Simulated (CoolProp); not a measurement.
A single-stage vapour-compression cycle with the fluid: evaporating at 260.15 K (dew point), condensing at 316.15 K (bubble point), superheat 10 K, subcooling 0 K, compressor efficiency 0.9, no pressure losses. The same conditions are run with several fluids, on thermodynamics alone (safety and materials aside).

The numbers come from the reference Helmholtz-energy equation of state of each fluid (dimethyl ether: Wu 2011; R123: Younglove 1994; R245ca: Zhou 2016; n-butane: Bücker 2006; n-pentane: Thol 2019; R410A: Lemmon 2003) in CoolProp. Blends and air are pseudo-pure fits.

```json
[
 {"fluid": "dimethyl ether", "cooling COP": "3.32", "pressure ratio": "5.83", "discharge temperature (K)": "348.8", "refrigerating effect (kJ/kg)": "331", "volumetric capacity (kJ/m³)": "1170"},
 {"fluid": "R123", "cooling COP": "3.41", "pressure ratio": "9.80", "discharge temperature (K)": "333.4", "refrigerating effect (kJ/kg)": "136", "volumetric capacity (kJ/m³)": "163"},
 {"fluid": "R245ca", "cooling COP": "3.31", "pressure ratio": "10.9", "discharge temperature (K)": "327.1", "refrigerating effect (kJ/kg)": "157", "volumetric capacity (kJ/m³)": "166"},
 {"fluid": "n-butane", "cooling COP": "3.30", "pressure ratio": "6.70", "discharge temperature (K)": "326.8", "refrigerating effect (kJ/kg)": "278", "volumetric capacity (kJ/m³)": "453"},
 {"fluid": "n-pentane", "cooling COP": "3.36", "pressure ratio": "9.77", "discharge temperature (K)": "323.7", "refrigerating effect (kJ/kg)": "282", "volumetric capacity (kJ/m³)": "119"},
 {"fluid": "R410A", "cooling COP": "2.87", "pressure ratio": "5.06", "discharge temperature (K)": "356.2", "refrigerating effect (kJ/kg)": "155", "volumetric capacity (kJ/m³)": "2880"}
]
```
